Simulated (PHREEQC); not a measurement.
0.019 g of hydrous ferric oxide (600 m²/g; 0.2 weak and 0.005 strong sites per Fe, Dzombak-Morel constants, diffuse double layer) in 1 kg of water with 0.3 mol/kgw of an inert sodium salt and 0.022 mmol/kgw CuSO4, 0.0012 mmol/kgw CuCl2 and 0.00017 mmol/kgw MnCl2, at 25 °C; the pH is set by adding NaOH or the inert anion's acid. No oxygen is let in. CO2 from the air is kept out. Precipitation was switched off in this run.

Computed with PHREEQC (ion-association model, wateq4f.dat).

| pH | S sorbed (%) | Cu sorbed (%) | Mn sorbed (%) | surface charge σ (C/m²) | surface potential ψ (mV) |
|---|---|---|---|---|---|
| 3 | 16.1 | 0.0 | 0.0 | 0.309 | 117 |
| 3.5 | 15.9 | 0.0 | 0.0 | (withheld) | 116 |
| 4 | 15.1 | 0.1 | 0.0 | 0.297 | 115 |
| 4.5 | 13.0 | 1.1 | 0.0 | 0.279 | 112 |
| 5 | 9.4 | 4.8 | 0.0 | (withheld) | 105 |
| 5.5 | 5.4 | 15.6 | 0.0 | (withheld) | 97 |
| 6 | 2.8 | 44.4 | 0.0 | 0.175 | 89 |
| 6.5 | 1.7 | (withheld) | 0.0 | 0.160 | 84 |
| 7 | 0.9 | 86.2 | 0.1 | 0.142 | 79 |
| 7.5 | 0.3 | 86.6 | 0.4 | 0.110 | (withheld) |
| 8 | 0.1 | 81.3 | 2.5 | (withheld) | 49 |
| 8.5 | 0.0 | 75.1 | 15.0 | (withheld) | 27 |
| 9 | 0.0 | 69.2 | 56.9 | 0.005 | 4 |

### Question
Fill in the missing entries.

### Answer

- 3.5, surface charge σ (C/m²): 0.305
- 5, surface charge σ (C/m²): 0.246
- 5.5, surface charge σ (C/m²): 0.206
- 6.5, Cu sorbed (%): 73.1
- 7.5, surface potential ψ (mV): 67
- 8, surface charge σ (C/m²): 0.071
- 8.5, surface charge σ (C/m²): 0.036

Species that the database lacks are ignored. The database's constant for dissolved Cu(OH)2 is higher than later reviews accept. The oxide is taken as insoluble; below pH 4 it would dissolve.
